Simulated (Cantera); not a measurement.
Cantera run, input and output.

```python
import numpy as np
import cantera as ct

gas = ct.Solution("gri30.yaml")
gas.TPX = 1773, 73000, {'CH4': 1, 'H2O': 4.2, 'H2': 1}
reactor = ct.IdealGasConstPressureReactor(gas, energy="off", clone=False)
net = ct.ReactorNet([reactor])
net.rtol, net.atol = 1e-08, 1e-18
show = ['CH4', 'H2O', 'H2', 'CH2CO', 'CO2', 'CH2O', 'O']
times = np.geomspace(0.0005, 6, 9)

steps = ct.SolutionArray(gas, extra=["t"])
rows = []
print(f"{'t/s':>10s}{'T/K':>9s}{'P/Pa':>11s}" + "".join(f"{s:>11s}" for s in show))
for t in times:
    while net.time < t:
        t_next = net.step()
        steps.append(gas.state, t=t_next)
    rows.append([np.interp(t, steps.t, y) for y in (steps.T, steps.P, *steps(*show).X.T)])
    print(f"{t:10.3e}{rows[-1][0]:9.1f}{rows[-1][1]:11.4g}" + "".join(f"{x:11.3e}" for x in rows[-1][2:]))
rate = np.gradient(steps.T, steps.t)
print("integrator steps:", len(steps.t))
if steps.T.max() > steps.T[0] + 200:
    print(f"time of steepest temperature rise: {steps.t[rate.argmax()]:.4e} s")
gas.TPX = 1773, 73000, {'CH4': 1, 'H2O': 4.2, 'H2': 1}
gas.equilibrate("TP")
print(f"equilibrium (TP): T = {gas.T:.1f} K  " + "  ".join(f"{s} {gas[s].X[0]:.3e}" for s in show))
```

It prints:

```
       t/s      T/K       P/Pa        CH4        H2O         H2      CH2CO        CO2       CH2O          O
 5.000e-04   1773.0    7.3e+04  1.443e-01  6.694e-01  1.775e-01  4.440e-06  3.591e-06  3.136e-05  9.077e-09
 1.618e-03   1773.0    7.3e+04  1.150e-01  6.498e-01  2.136e-01  2.798e-05  5.398e-05  2.260e-05  7.060e-09
 5.233e-03   1773.0    7.3e+04  7.058e-02  6.162e-01  2.712e-01  5.655e-05  5.344e-04  1.225e-05  5.261e-09
 1.693e-02   1773.0    7.3e+04  3.385e-02  5.716e-01  3.316e-01  6.516e-05  3.577e-03  5.359e-06  4.618e-09
 5.477e-02   1773.0    7.3e+04  1.916e-02  5.073e-01  3.914e-01  4.197e-05  1.143e-02  2.390e-06  4.460e-09
 1.772e-01   1773.0    7.3e+04  1.160e-02  4.300e-01  4.550e-01  1.319e-05  1.803e-02  9.591e-07  4.219e-09
 5.733e-01   1773.0    7.3e+04  3.616e-03  3.804e-01  4.976e-01  1.165e-06  1.996e-02  2.328e-07  4.015e-09
 1.855e+00   1773.0    7.3e+04  1.221e-04  3.704e-01  5.074e-01  4.074e-09  2.003e-02  2.256e-08  3.909e-09
 6.000e+00   1773.0    7.3e+04  6.130e-09  3.702e-01  5.077e-01  1.467e-13  2.003e-02  1.574e-08  3.963e-09
integrator steps: 1793
equilibrium (TP): T = 1773.0 K  CH4 5.182e-09  H2O 3.702e-01  H2 5.077e-01  CH2CO 1.245e-13  CO2 2.003e-02  CH2O 1.574e-08  O 3.963e-09
```

Cantera simulation using GRI-Mech 3.0 (53 species, 325 reactions); the numbers are that mechanism's predictions, not measurements.
